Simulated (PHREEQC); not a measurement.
**Nickel, zinc or cadmium bath: an equilibrium model**

Consider water at 25 °C with 0.13 mol/kgw ZnSO4, 0.062 mol/kgw H3BO3 and 0.00039 mol/kgw FeSO4. Closed to the air; pH follows from the charge balance.

Computed with PHREEQC (ion-association model, wateq4f.dat).

Each row changes one thing in this solution. No solid was allowed to form.

```csv
case,pH,ionic strength (mol/kgw),Zn+2 (mol/kgw),ZnSO4 (mol/kgw),SO4-2 (mol/kgw),Zn(SO4)2-2 (mol/kgw),SI of Goslarite (ZnSO4:7H2O),SI of Zincite(c) (ZnO)
as made,5.27,0.248,0.0619,0.0505,0.0446,0.0176,-1.69,-2.33
temperature from 25 to 45 °C,5.15,0.242,0.0604,0.0534,0.0445,0.0162,-1.89,-1.58
temperature from 25 to 40 °C,5.18,0.244,0.0607,0.0528,0.0445,0.0165,-1.84,-1.76
H3BO3 from 0.062 to 0.0124 mol/kgw,5.43,0.248,0.0619,0.0505,0.0446,0.0176,-1.69,-2.00
diluted 10-fold with water,5.60,0.0336,0.00838,0.00432,0.00812,0.000292,-2.77,-2.29
H3BO3 left out,5.51,0.248,0.0619,0.0505,0.0446,0.0176,-1.69,-1.85
0.0042 mol/kgw LiF added,5.75,0.253,0.0616,0.0501,0.0449,0.0175,-1.70,-1.36
```

Species that the database lacks are ignored. Constants without temperature data keep their 25 °C values here. Real BF4- forms and hydrolyses slowly; the run takes it at equilibrium. Fluoro complexes past AlF4- and FeF3 are missing from the database.
